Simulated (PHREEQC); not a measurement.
**Hard or scaling water (model solution)**

Make-up at 25 °C: 0.033 mmol/kgw Ca(HCO3)2, 0.58 mmol/kgw Na2SO4 and 1.6 mmol/kgw NaCl. Closed to the air; pH follows from the charge balance.

Model: ion-association model, phreeqc.dat, run in PHREEQC.

Each row changes one thing in this solution. Precipitation was switched off in this run.

```
case                                                        pH  ionic strength (mol/kgw)  HCO3- (mol/kgw)  CO2 (mol/kgw)  CO3-2 (mol/kgw)  NaHCO3 (mol/kgw)  SI of Halite (NaCl)
--------------------------------------------------  ----------  ------------------------  ---------------  -------------  ---------------  ----------------  -------------------
as made                                                   7.98                   0.00342          6.41e-5        1.40e-6          3.49e-7           8.75e-8                -6.98
Ca(HCO3)2 replaced by NH4HCO3 at the same molality  (withheld)                   0.00336          3.15e-5        1.39e-6          8.47e-8           4.30e-8                -6.98
Ca(HCO3)2 from 3.3e-05 to 4.95e-05 mol/kgw                8.04                (withheld)          9.63e-5        1.84e-6          6.02e-7        (withheld)                -6.98
Na2SO4 replaced by Na2B4O7 at the same molality           9.20                   0.00286          6.01e-5        8.10e-8          5.28e-6           8.31e-8                -6.98
0.00088 mol/kgw CdSO4 added                               7.59                   0.00624          6.15e-5        3.30e-6       (withheld)           8.05e-8                -7.02
temperature from 25 to 55 °C                              7.57                   0.00342          6.26e-5        3.08e-6          1.95e-7           7.27e-8                -7.01
diluted 5-fold with water                                 7.71                  0.000687          1.26e-5        5.42e-7          3.28e-8           3.69e-9                -8.35
Ca(HCO3)2 from 3.3e-05 to 1.65e-05 mol/kgw                7.87                   0.00337          3.19e-5        9.17e-7          1.32e-7           4.36e-8                -6.98
NaCl from 0.0016 to 0.00144 mol/kgw                       7.99                   0.00326          6.41e-5        1.40e-6          3.49e-7           8.27e-8                -7.05
```

Some entries are withheld; supply them.


- Ca(HCO3)2 replaced by NH4HCO3 at the same molality, pH: 7.68
- Ca(HCO3)2 from 3.3e-05 to 4.95e-05 mol/kgw, ionic strength (mol/kgw): 0.00347
- Ca(HCO3)2 from 3.3e-05 to 4.95e-05 mol/kgw, NaHCO3 (mol/kgw): 1.31e-7
- 0.00088 mol/kgw CdSO4 added, CO3-2 (mol/kgw): 1.42e-7

Some of these states are supersaturated (in Otavite, for instance). Away from 25 °C the constants follow the database's enthalpies or fits; those with neither stay at their 25 °C values.
